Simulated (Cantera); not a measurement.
A closed system holds: 1 mol SiH₂Cl₂, 11 mol N₂, at 773 K and 1.33 mbar.

These are equilibrium values from Cantera (NASA tables, ideal gas, pure condensed phases), not measurements of a reactor. Candidate condensed phases: NH₄Cl, Si, Si₃N₄; 28 gas species. N₂ is the only nitrogen source here; it is nearly inert below about 1500 K, so the nitride shown seldom forms there in practice. Rates play no part.

What is the equilibrium state?


| Item | Result |
|---|---|
| x(N₂) | 0.852 |
| x(HCl) | 0.103 |
| x(H₂) | 0.0302 |
| x(SiCl₄) | 0.0151 |
| x(SiHCl₃) | 2.81e-6 |
| n(Si₃N₄(s)) | 0.271 mol |
| gas amount | 12.27 mol |
| log10 activity of Si(s) (absent) | -9.05 |
